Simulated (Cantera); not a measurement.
A freely propagating, adiabatic, planar premixed flame of CH4 : H2 : O2 : N2 = 1 : 1 : 2.78 : 10.4 (molar parts), equivalence ratio 0.90, unburnt at 350 K and 350000 Pa; mixture-averaged transport, grid criteria slope 0.08 and curve 0.16, no radiation.

Cantera simulation using GRI-Mech 3.0 (53 species, 325 reactions); the numbers are that mechanism's predictions, not measurements. Burning velocities carry a grid error of a few per cent, more on coarse grids.

x: mole fraction of selected species; z is measured from the peak of heat release.

```
z (mm)        T (K)  u (m/s)     x CH4        x H2    x O2         x H     x CH2CO      x CH2O
-------  ----------  -------  --------  ----------  ------  ----------  ----------  ----------
-0.422          350    0.420    0.0660      0.0647   0.183       <1e-8       <1e-8     1.33e-8
-0.282          352    0.421    0.0661      0.0619   0.184       <1e-8       <1e-8     3.56e-7
-0.211          362    0.431    0.0660      0.0575   0.184       <1e-8     2.53e-8     4.07e-6
-0.141   (withheld)    0.511    0.0638  (withheld)   0.182       <1e-8  (withheld)  (withheld)
-0.0704         862     1.02    0.0456      0.0324   0.151     1.40e-5     1.13e-5    0.000714
-0.0352        1295     1.53    0.0252      0.0245   0.111    0.000280     3.85e-5    0.000964
0              1700     2.02   0.00571      0.0165  0.0664     0.00171     4.78e-5    0.000458
0.0352         1882     2.23  0.000329     0.00980  0.0415     0.00300     6.49e-6     5.55e-5
0.0704         1960     2.31   1.03e-5     0.00721  0.0334     0.00283     2.67e-7     2.29e-6
0.141          2047     2.40   1.73e-8     0.00550  0.0282     0.00186       <1e-8       <1e-8
0.282          2126     2.48     <1e-8     0.00360  0.0248    0.000861       <1e-8       <1e-8
0.563          2179     2.54     <1e-8     0.00199  0.0225    0.000323       <1e-8       <1e-8
1.13           2204     2.56     <1e-8  (withheld)  0.0215  (withheld)       <1e-8       <1e-8
```

**Question.** Complete the blanks.

**Answer.** 
- -0.141, T (K): 432
- -0.141, x H2: 0.0480
- -0.141, x CH2CO: 5.06e-7
- -0.141, x CH2O: 5.90e-5
- 1.13, x H2: 0.00118
- 1.13, x H: 0.000145
